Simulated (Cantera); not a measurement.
An isothermal plug-flow reactor at 600 K and 0.370 bar (inlet), inlet velocity 1.7 m/s, active area per volume 1100 1/m; feed H₂ : O₂ : N₂ = 0.022 : 0.071 : 0.79 (molar parts), equivalence ratio 0.15.

Cantera simulation using Deutschmann's 1995 Pt surface mechanism with GRI-Mech 3.0 gas chemistry; the numbers are that mechanism's predictions, not measurements. Catalytic surfaces can have several steady states; this one follows from the mechanism file's or the stated starting coverage. Mass transfer to the wall is taken as infinitely fast.

x: gas mole fraction; θ: surface coverage.

```
z (m)        x H₂    x O₂    x H₂O  θ free Pt   θ O*    θ OH*
-------  --------  ------  -------  ---------  -----  -------
3.1e-05    0.0191  0.0777  0.00588      0.403  0.581   0.0158
5.1e-05    0.0165  0.0765  0.00848      0.355  0.629   0.0158
8.5e-05    0.0134  0.0751   0.0116      0.293  0.691   0.0157
0.00014    0.0102  0.0736   0.0149      0.228  0.757   0.0151
0.00024   0.00709  0.0721   0.0181      0.161  0.825   0.0138
0.0004          ?  0.0710   0.0204          ?  0.879        ?
0.00066   0.00304  0.0702   0.0221     0.0712  0.919   0.0102
0.0011          ?  0.0697   0.0233          ?  0.947        ?
0.0018    0.00118  0.0694   0.0240     0.0280  0.965  0.00674
0.0031   0.000691  0.0691   0.0245     0.0165  0.978  0.00525
```

Some entries are withheld; supply them.


- 0.0004, x H₂: 0.00472
- 0.0004, θ free Pt: 0.109
- 0.0004, θ OH*: 0.0121
- 0.0011, x H₂: 0.00189
- 0.0011, θ free Pt: 0.0446
- 0.0011, θ OH*: 0.00835
